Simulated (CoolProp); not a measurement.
The numbers come from the reference Helmholtz-energy equation of state, Lemmon 2006 in CoolProp. It is a short technical equation, of lower accuracy than the large ones.

Give the vapour pressure (MPa), liquid density (kg/m³), liquid cp (kJ/(kg K)), vapour Z of saturated neopentane at 333.7, 353.5 K.


```json
[
 {"T (K)": "333.7", "p (MPa)": "0.467", "liquid density (kg/m³)": "542", "liquid cp (kJ/(kg K))": "2.54", "vapour Z": "0.870"},
 {"T (K)": "353.5", "p (MPa)": "0.743", "liquid density (kg/m³)": "515", "liquid cp (kJ/(kg K))": "2.70", "vapour Z": "0.820"}
]
```
